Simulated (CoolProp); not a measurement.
Vapour-liquid equilibrium of hydrogen sulfide (1) + propane (2) at 0.0747 MPa; x and y are mole fractions of (1).

Values from CoolProp's multi-fluid Helmholtz-energy mixture model, Lemmon 2006 and Lemmon 2009; pair parameters Kunz 2012.

```
x     bubble temperature, mixture model (K)  bubble temperature, Raoult's law (K)  y, mixture model  y, Raoult's law
----  -------------------------------------  ------------------------------------  ----------------  ---------------
0.05                                  217.3                                 223.0             0.317            0.110
0.15                                  210.1                                 220.5             0.567            0.295
0.25                                  207.1                                 218.3             0.657            0.442
0.35                                  205.7                                 216.3             0.697            0.563
0.45                                  205.1                                 214.5             0.718            0.663
0.55                                  204.9                                 212.9             0.730            0.747
0.65                                  204.7                                 211.4             0.741            0.818
0.75                                  204.7                                 210.0             0.757            0.879
0.85                                  204.8                                 208.8             0.794            0.932
0.95                                  205.7                                 207.6             0.891            0.979
```

The largest gap from Raoult's law is -11.2 K in bubble temperature, at x = 0.25. y crosses x between x = 0.75 and 0.85: the model has an azeotrope there.

The pair parameters rest on a limited set of measurements; away from them the model extrapolates. With so large a gap from Raoult's law the liquid may split in two, which this calculation doesn't test in full.
